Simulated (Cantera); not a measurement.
What does this Cantera script print?

```python
import numpy as np
import cantera as ct

gas_names = """
    N2 H2O NH3
""".split()
cond_names = """
    Zr(a) Zr(b) Zr(L) ZrO2(a) ZrO2(b) ZrO2(L)
""".split()


# ... load() reads the species with a 1 bar reference pressure and builds the phases ...
species = {s.name: s for s in load("nasa_gas.yaml", gas_names) + load("nasa_condensed.yaml", cond_names)}
# Each term lists the table entries of one substance; the one whose range holds T is used.
reactions = {
    '2 N2(g) + 3 Zr + 6 H2O(g) = 4 NH3(g) + 3 ZrO2':
        [(-2, ['N2']), (-3, ['Zr(a)', 'Zr(b)', 'Zr(L)']), (-6, ['H2O']), (4, ['NH3']), (3, ['ZrO2(a)', 'ZrO2(b)', 'ZrO2(L)'])],
}


def pick(names, T):
    return next(species[n] for n in names if species[n].thermo.min_temp <= T <= species[n].thermo.max_temp)


results = []
for label, terms in reactions.items():
    print(label)
    print("     T/K   dH/kJ  dS/(J/K)   dG/kJ   log10 K")
    for T in [300, 750, 800, 850, 900, 950]:
        used = [(nu, pick(names, T)) for nu, names in terms]
        dH = sum(nu * s.thermo.h(T) for nu, s in used) / 1e6
        dS = sum(nu * s.thermo.s(T) for nu, s in used) / 1e3
        dG = dH - T * dS / 1e3
        logK = -dG * 1e6 / (ct.gas_constant * T * np.log(10))
        results.append((label, T, dH, dS, dG, logK, [s.name for _, s in used]))
        print(f"{T:8g} {dH:8.1f} {dS:8.1f} {dG:8.1f} {logK:8.2f}")
```

Result:

```
2 N2(g) + 3 Zr + 6 H2O(g) = 4 NH3(g) + 3 ZrO2
     T/K   dH/kJ  dS/(J/K)   dG/kJ   log10 K
     300  -2025.3   -710.7  -1812.0   315.50
     750  -2016.6   -697.6  -1493.4   104.01
     800  -2014.5   -694.9  -1458.6    95.24
     850  -2012.4   -692.3  -1423.9    87.50
     900  -2010.1   -689.7  -1389.4    80.64
     950  -2007.9   -687.3  -1355.0    74.50
```

Source: NASA polynomial tables (part measured, part estimated), evaluated in Cantera. Condensed species are held in their standard states even where they would react or evaporate.
